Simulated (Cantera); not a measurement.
## Moist CO burnout

An isothermal, constant-pressure homogeneous reactor starts with CO : O2 : H2O : N2 = 0.0055 : 0.0082 : 0.0041 : 1 (molar parts), at 1375 K and 100000 Pa.

Cantera simulation using GRI-Mech 3.0 (53 species, 325 reactions); the numbers are that mechanism's predictions, not measurements.

| t (s) | x CO | x O2 | x H2O | x H | x H2 | x H2O2 |
|---|---|---|---|---|---|---|
| 1.00e-6 | 0.00540 | 0.00806 | 0.00403 | <1e-12 | <1e-12 | <1e-12 |
| 4.35e-6 | 0.00540 | 0.00806 | 0.00403 | <1e-12 | <1e-12 | <1e-12 |
| 1.89e-5 | 0.00540 | 0.00806 | 0.00403 | 2.63e-12 | <1e-12 | <1e-12 |
| 8.23e-5 | 0.00540 | 0.00806 | 0.00403 | 7.05e-11 | 3.87e-12 | <1e-12 |
| 0.000358 | 0.00540 | 0.00806 | 0.00403 | 1.69e-9 | 4.03e-10 | <1e-12 |
| 0.00156 | 0.00540 | 0.00805 | 0.00403 | 5.14e-7 | 2.48e-7 | 9.15e-11 |
| 0.00678 | 0.00108 | 0.00583 | 0.00381 | 0.000150 | 8.73e-5 | 5.55e-8 |
| 0.0295 | 5.49e-5 | 0.00538 | 0.00402 | 1.96e-6 | 5.07e-6 | 5.82e-9 |
| 0.128 | 2.70e-6 | 0.00537 | 0.00403 | 3.91e-8 | 3.53e-7 | 5.19e-10 |
| 0.558 | 1.74e-7 | 0.00537 | 0.00404 | 1.95e-9 | 4.59e-8 | 7.47e-11 |
| 2.43 | 4.96e-8 | 0.00537 | 0.00404 | 4.76e-10 | 1.76e-8 | 2.91e-11 |
| 10.6 | 4.71e-8 | 0.00537 | 0.00404 | 4.49e-10 | 1.70e-8 | 2.80e-11 |
| 46.0 | 4.71e-8 | 0.00537 | 0.00404 | 4.49e-10 | 1.70e-8 | 2.80e-11 |
| 200 | 4.71e-8 | 0.00537 | 0.00404 | 4.49e-10 | 1.70e-8 | 2.80e-11 |
x: mole fraction; the columns are a selection and need not sum to one.

Equilibrium at this temperature and pressure: CO 4.73e-8, O2 0.00531, H2O 0.00404, H 4.51e-10, H2 1.71e-8, H2O2 2.78e-11 (gas phase only).
